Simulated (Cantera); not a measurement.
A Cantera script and its output.

```python
import numpy as np
import cantera as ct

gas = ct.Solution("gri30.yaml")
gas.TPX = 1775, 120000, {'H2': 1, 'O2': 0.227, 'N2': 0.855, 'NO': 0.0021}
reactor = ct.IdealGasConstPressureReactor(gas, energy="on", clone=False)
net = ct.ReactorNet([reactor])
net.rtol, net.atol = 1e-08, 1e-16
show = ['H2', 'O2', 'NO', 'O', 'H2O2', 'N2']
times = np.geomspace(8e-06, 0.9, 10)

steps = ct.SolutionArray(gas, extra=["t"])
rows = []
print(f"{'t/s':>10s}{'T/K':>9s}{'P/Pa':>11s}" + "".join(f"{s:>11s}" for s in show))
for t in times:
    while net.time < t:
        t_next = net.step()
        steps.append(gas.state, t=t_next)
    rows.append([np.interp(t, steps.t, y) for y in (steps.T, steps.P, *steps(*show).X.T)])
    print(f"{t:10.3e}{rows[-1][0]:9.1f}{rows[-1][1]:11.4g}" + "".join(f"{x:11.3e}" for x in rows[-1][2:]))
rate = np.gradient(steps.T, steps.t)
print("integrator steps:", len(steps.t))
if steps.T.max() > steps.T[0] + 200:
    print(f"time of steepest temperature rise: {steps.t[rate.argmax()]:.4e} s")
gas.TPX = 1775, 120000, {'H2': 1, 'O2': 0.227, 'N2': 0.855, 'NO': 0.0021}
gas.equilibrate("HP")
print(f"equilibrium (HP): T = {gas.T:.1f} K  " + "  ".join(f"{s} {gas[s].X[0]:.3e}" for s in show))
```

Result:

```
       t/s      T/K       P/Pa         H2         O2         NO          O       H2O2         N2
 8.000e-06   2019.1    1.2e+05  2.078e-01  3.471e-03  1.020e-03  8.481e-03  3.836e-07  4.146e-01
 2.913e-05   2437.0    1.2e+05  2.382e-01  1.795e-03  1.074e-03  5.106e-03  1.194e-07  4.288e-01
 1.061e-04   2790.9    1.2e+05  2.618e-01  7.040e-04  1.164e-03  2.108e-03  7.999e-08  4.416e-01
 3.862e-04   2877.4    1.2e+05  2.676e-01  4.900e-04  1.314e-03  1.487e-03  7.657e-08  4.447e-01
 1.406e-03   2877.2    1.2e+05  2.678e-01  4.866e-04  1.464e-03  1.478e-03  7.624e-08  4.446e-01
 5.120e-03   2877.1    1.2e+05  2.678e-01  4.862e-04  1.482e-03  1.477e-03  7.620e-08  4.446e-01
 1.864e-02   2877.1    1.2e+05  2.678e-01  4.862e-04  1.482e-03  1.477e-03  7.620e-08  4.446e-01
 6.788e-02   2877.1    1.2e+05  2.678e-01  4.862e-04  1.482e-03  1.477e-03  7.620e-08  4.446e-01
 2.472e-01   2877.1    1.2e+05  2.678e-01  4.862e-04  1.482e-03  1.477e-03  7.620e-08  4.446e-01
 9.000e-01   2877.1    1.2e+05  2.678e-01  4.862e-04  1.482e-03  1.477e-03  7.620e-08  4.446e-01
integrator steps: 1099
time of steepest temperature rise: 5.6175e-06 s
equilibrium (HP): T = 2877.1 K  H2 2.678e-01  O2 4.862e-04  NO 1.482e-03  O 1.477e-03  H2O2 7.620e-08  N2 4.446e-01
```

Cantera simulation using GRI-Mech 3.0 (53 species, 325 reactions); the numbers are that mechanism's predictions, not measurements.
